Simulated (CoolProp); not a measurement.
Vapour-liquid equilibrium of R13 (1) + R113 (2) at -10.75 °C; x and y are mole fractions of (1).

Computed with CoolProp (multi-fluid Helmholtz-energy mixture model, Platzer 1990 and Marx 1992; pair parameters Bell 2016). This equation is an older, rougher fit; its heat capacities, sound speeds and derivatives of the liquid may be far off and weren't checked against measurements.

```json
[
 {"x": "0.05", "bubble pressure, mixture model (MPa)": "0.1069", "bubble pressure, Raoult's law (MPa)": "0.08250", "y, mixture model": "0.918", "y, Raoult's law": "0.900"},
 {"x": "0.125", "bubble pressure, mixture model (MPa)": "…", "bubble pressure, Raoult's law (MPa)": "0.1932", "y, mixture model": "0.964", "y, Raoult's law": "0.961"},
 {"x": "0.2", "bubble pressure, mixture model (MPa)": "0.3702", "bubble pressure, Raoult's law (MPa)": "0.3039", "y, mixture model": "0.977", "y, Raoult's law": "0.977"},
 {"x": "0.275", "bubble pressure, mixture model (MPa)": "0.4870", "bubble pressure, Raoult's law (MPa)": "0.4146", "y, mixture model": "0.983", "y, Raoult's law": "0.985"},
 {"x": "0.35", "bubble pressure, mixture model (MPa)": "0.5958", "bubble pressure, Raoult's law (MPa)": "0.5253", "y, mixture model": "0.986", "y, Raoult's law": "0.989"},
 {"x": "0.425", "bubble pressure, mixture model (MPa)": "0.6979", "bubble pressure, Raoult's law (MPa)": "0.6360", "y, mixture model": "0.988", "y, Raoult's law": "0.992"},
 {"x": "0.5", "bubble pressure, mixture model (MPa)": "0.7947", "bubble pressure, Raoult's law (MPa)": "0.7467", "y, mixture model": "…", "y, Raoult's law": "0.994"},
 {"x": "0.575", "bubble pressure, mixture model (MPa)": "0.8878", "bubble pressure, Raoult's law (MPa)": "0.8574", "y, mixture model": "0.992", "y, Raoult's law": "0.996"},
 {"x": "0.65", "bubble pressure, mixture model (MPa)": "0.9790", "bubble pressure, Raoult's law (MPa)": "0.9681", "y, mixture model": "…", "y, Raoult's law": "0.997"},
 {"x": "0.725", "bubble pressure, mixture model (MPa)": "1.071", "bubble pressure, Raoult's law (MPa)": "1.079", "y, mixture model": "0.994", "y, Raoult's law": "0.998"},
 {"x": "0.8", "bubble pressure, mixture model (MPa)": "1.166", "bubble pressure, Raoult's law (MPa)": "1.189", "y, mixture model": "0.995", "y, Raoult's law": "0.999"},
 {"x": "0.875", "bubble pressure, mixture model (MPa)": "1.269", "bubble pressure, Raoult's law (MPa)": "1.300", "y, mixture model": "0.997", "y, Raoult's law": "0.999"},
 {"x": "0.95", "bubble pressure, mixture model (MPa)": "1.389", "bubble pressure, Raoult's law (MPa)": "1.411", "y, mixture model": "0.998", "y, Raoult's law": "1.000"}
]
```

### Question
Some entries are withheld; supply them.

### Answer

- 0.125, bubble pressure, mixture model (MPa): 0.2440
- 0.5, y, mixture model: 0.990
- 0.65, y, mixture model: 0.993

The largest gap from Raoult's law is +29.6 % in bubble pressure, at x = 0.05. No azeotrope shows between x = 0.05 and 0.95.

The pair parameters rest on a limited set of measurements; away from them the model extrapolates. The gap from Raoult's law changes sign with composition, which may be real or a fault of the pair parameters; it wasn't checked against measurements.
